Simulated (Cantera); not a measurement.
Input (Python, Cantera):

```python
import numpy as np
import cantera as ct

gas = ct.Solution("gri30.yaml")
gas.TPX = 1148, 100000, {'N2O': 1, 'O2': 0.068}
reactor = ct.IdealGasConstPressureReactor(gas, energy="off", clone=False)
net = ct.ReactorNet([reactor])
net.rtol, net.atol = 1e-08, 1e-18
show = ['N2O', 'O2', 'O', 'NO', 'NO2']
times = np.geomspace(2e-05, 1, 12)

steps = ct.SolutionArray(gas, extra=["t"])
rows = []
print(f"{'t/s':>10s}{'T/K':>9s}{'P/Pa':>11s}" + "".join(f"{s:>11s}" for s in show))
for t in times:
    while net.time < t:
        t_next = net.step()
        steps.append(gas.state, t=t_next)
    rows.append([np.interp(t, steps.t, y) for y in (steps.T, steps.P, *steps(*show).X.T)])
    print(f"{t:10.3e}{rows[-1][0]:9.1f}{rows[-1][1]:11.4g}" + "".join(f"{x:11.3e}" for x in rows[-1][2:]))
rate = np.gradient(steps.T, steps.t)
print("integrator steps:", len(steps.t))
if steps.T.max() > steps.T[0] + 200:
    print(f"time of steepest temperature rise: {steps.t[rate.argmax()]:.4e} s")
gas.TPX = 1148, 100000, {'N2O': 1, 'O2': 0.068}
gas.equilibrate("TP")
print(f"equilibrium (TP): T = {gas.T:.1f} K  " + "  ".join(f"{s} {gas[s].X[0]:.3e}" for s in show))
```

It prints:

```
       t/s      T/K       P/Pa        N2O         O2          O         NO        NO2
 2.000e-05   1148.0      1e+05  9.363e-01  6.367e-02  6.841e-07  2.126e-07  5.740e-13
 5.348e-05   1148.0      1e+05  9.363e-01  6.367e-02  7.368e-07  7.539e-07  7.210e-12
 1.430e-04   1148.0      1e+05  9.363e-01  6.368e-02  7.375e-07  2.225e-06  6.275e-11
 3.824e-04   1148.0      1e+05  9.362e-01  6.370e-02  7.375e-07  6.159e-06  4.802e-10
 1.023e-03   1148.0      1e+05  9.360e-01  6.375e-02  7.374e-07  1.668e-05  3.516e-09
 2.735e-03   1148.0      1e+05  9.356e-01  6.390e-02  7.374e-07  4.477e-05  2.472e-08
 7.313e-03   1148.0      1e+05  9.343e-01  6.427e-02  7.371e-07  1.197e-04  1.693e-07
 1.956e-02   1148.0      1e+05  9.308e-01  6.528e-02  7.362e-07  3.187e-04  1.058e-06
 5.230e-02   1148.0      1e+05  9.216e-01  6.793e-02  7.334e-07  8.427e-04  5.542e-06
 1.398e-01   1148.0      1e+05  8.978e-01  7.484e-02  7.248e-07  2.196e-03  2.155e-05
 3.740e-01   1148.0      1e+05  8.385e-01  9.204e-02  7.019e-07  5.522e-03  6.326e-05
 1.000e+00   1148.0      1e+05  7.064e-01  1.305e-01  6.457e-07  1.272e-02  1.539e-04
integrator steps: 526
equilibrium (TP): T = 1148.0 K  N2O 1.000e-08  O2 3.622e-01  O 4.808e-09  NO 1.534e-04  NO2 4.407e-06
```

Model: GRI-Mech 3.0 (53 species, 325 reactions), integrated in Cantera. GRI-Mech 3.0 was tuned for natural gas; its chemistry of N2O as a main component is partial and can be far from experiment. The mechanism lacks the step 2 NO + O2 → 2 NO2, which can matter for NO2 below about 1400 K. The temperature is held fixed by assumption; the heat of reaction is taken as removed at once.
